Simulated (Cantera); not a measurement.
Input (Python, Cantera) and output of one run.

```python
import numpy as np
import cantera as ct

gas_names = [...]  # 113 gases of nasa_gas.yaml made of C, F, H, Si
cond_names = """
    C(gr) C6H6(L) C7H8(L) C8H18(L),n-octa Si(cr) Si(L) SiC(b)
""".split()


# ... load() reads the species with a 1 bar reference pressure and builds the phases ...
atoms = {
    'CF4': {'C': 1, 'F': 4},
    'H2': {'H': 2},
    'Si': {'Si': 1},
}
top_T = {'C(gr)': 4500, 'SiC(b)': 3050}  # K; cautious upper limits of use, not melting points


# ... equilibrate(T, P, feed) seeds the gas with the atoms and calls Mixture.equilibrate('TP', solver="vcs", rtol=1e-11, max_steps=5000) ...
results = []
T = 1523  # K
P = 133.322  # Pa
for m in [0.18, 0.26, 0.39, 0.57, 0.85, 1.3, 1.8, 2.7, 4, 6]:
    feed = {'CF4': 1, 'H2': m, 'Si': 0.26}  # mol
    mix = equilibrate(T, P, feed)
    results.append((T, P, feed, dict(zip(mix.species_names, mix.species_moles))))

top = {s: max(r[3][s] / sum(r[3][g] for g in gas_names) for r in results) for s in gas_names}
cols = sorted((s for s in top if top[s] > 1e-06), key=lambda s: -top[s])[:9]
seen = [c for c in cond_names if any(r[3].get(c, 0) > 1e-12 for r in results)]
print("log10 of partial pressures in bar; condensed amounts in mol")
print(f"{'n(H2)':>10s}" + "".join(f"{s[:9]:>10s}" for s in cols + seen))
for T, P, feed, n in results:
    ng = sum(n[g] for g in gas_names)
    print(f"{feed['H2']:10.4g}" + "".join(f"{np.log10(max(n[s] / ng * P / 1e5, 1e-99)):10.3f}" for s in cols)
          + "".join(f"{n.get(c, 0):10.4g}" for c in seen))
```

Output:

```
log10 of partial pressures in bar; condensed amounts in mol
     n(H2)        HF        H2       CF4      SiF4       CF2      SiF3         H         F       CF3     C(gr)
      0.18    -3.423   -12.438    -3.167    -3.564    -5.806    -9.720   -10.855    -6.330    -6.760    0.3493
      0.26    -3.302   -12.164    -3.234    -3.603    -5.839    -9.742   -10.718    -6.347    -6.810    0.3893
      0.39    -3.183   -11.873    -3.340    -3.660    -5.892    -9.773   -10.572    -6.373    -6.889    0.4543
      0.57    -3.087   -11.606    -3.487    -3.729    -5.966    -9.804   -10.439    -6.410    -6.999    0.5443
      0.85    -3.002   -11.312    -3.735    -3.817    -6.090    -9.831   -10.292    -6.472    -7.186    0.6844
       1.3    -2.930   -10.839    -4.394    -3.930    -6.419    -9.779   -10.056    -6.637    -7.680    0.9097
       1.8    -2.953    -3.920   -18.322    -4.011   -13.383    -6.378    -6.596   -10.119   -18.126         1
       2.7    -3.051    -3.437   -19.681    -4.112   -14.063    -6.139    -6.355   -10.459   -19.145         1
         4    -3.162    -3.233   -20.534    -4.226   -14.489    -6.040    -6.253   -10.672   -19.785    0.9999
         6    -3.292    -3.109   -21.300    -4.360   -14.872    -5.982    -6.191   -10.864   -20.359    0.9999
```

Equilibrium computed with Cantera from the NASA thermochemical tables; the gas is ideal and each condensed phase is pure. The tables' values for SiF3, SiF2 are old estimates; treat these amounts as uncertain. Gases not in the tables: C2F6 and larger saturated fluorocarbons.
